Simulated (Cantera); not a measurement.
Cantera run, input and output.

```python
import numpy as np
import cantera as ct

gas = ct.Solution("gri30.yaml")
gas.TPX = 1200, 2666, {'H2': 0.22, 'O2': 1}
reactor = ct.IdealGasConstPressureReactor(gas, energy="off", clone=False)
net = ct.ReactorNet([reactor])
net.rtol, net.atol = 1e-08, 1e-18
show = ['H2', 'O2', 'H2O', 'H', 'HO2', 'H2O2']
times = np.geomspace(3e-06, 200, 9)

steps = ct.SolutionArray(gas, extra=["t"])
rows = []
print(f"{'t/s':>10s}{'T/K':>9s}{'P/Pa':>11s}" + "".join(f"{s:>11s}" for s in show))
for t in times:
    while net.time < t:
        t_next = net.step()
        steps.append(gas.state, t=t_next)
    rows.append([np.interp(t, steps.t, y) for y in (steps.T, steps.P, *steps(*show).X.T)])
    print(f"{t:10.3e}{rows[-1][0]:9.1f}{rows[-1][1]:11.4g}" + "".join(f"{x:11.3e}" for x in rows[-1][2:]))
rate = np.gradient(steps.T, steps.t)
print("integrator steps:", len(steps.t))
if steps.T.max() > steps.T[0] + 200:
    print(f"time of steepest temperature rise: {steps.t[rate.argmax()]:.4e} s")
gas.TPX = 1200, 2666, {'H2': 0.22, 'O2': 1}
gas.equilibrate("TP")
print(f"equilibrium (TP): T = {gas.T:.1f} K  " + "  ".join(f"{s} {gas[s].X[0]:.3e}" for s in show))
```

Output:

```
       t/s      T/K       P/Pa         H2         O2        H2O          H        HO2       H2O2
 3.000e-06   1200.0       2666  1.803e-01  8.197e-01  4.899e-12  7.738e-10  8.146e-10  3.579e-14
 2.852e-05   1200.0       2666  1.803e-01  8.197e-01  2.581e-09  7.243e-09  7.760e-09  3.224e-12
 2.711e-04   1200.0       2666  1.803e-01  8.197e-01  1.479e-05  8.646e-06  1.405e-07  3.569e-10
 2.577e-03   1200.0       2666  5.309e-03  7.526e-01  1.670e-01  2.636e-02  1.734e-05  6.532e-07
 2.449e-02   1200.0       2666  1.384e-04  8.003e-01  1.972e-01  9.475e-05  4.770e-06  3.462e-07
 2.328e-01   1200.0       2666  2.477e-06  8.017e-01  1.981e-01  2.522e-07  1.859e-07  3.805e-08
 2.213e+00   1200.0       2666  1.415e-07  8.018e-01  1.982e-01  3.659e-09  1.946e-08  4.203e-09
 2.104e+01   1200.0       2666  1.969e-08  8.018e-01  1.982e-01  1.937e-10  1.992e-08  7.698e-10
 2.000e+02   1200.0       2666  1.734e-08  8.018e-01  1.982e-01  1.602e-10  2.084e-08  6.942e-10
integrator steps: 2114
equilibrium (TP): T = 1200.0 K  H2 1.734e-08  O2 8.018e-01  H2O 1.982e-01  H 1.602e-10  HO2 2.084e-08  H2O2 6.942e-10
```

Detailed kinetics in Cantera: GRI-Mech 3.0 (53 species, 325 reactions). Radical loss at walls, strong at low pressure, is not modelled. The temperature is held fixed by assumption; the heat of reaction is taken as removed at once.
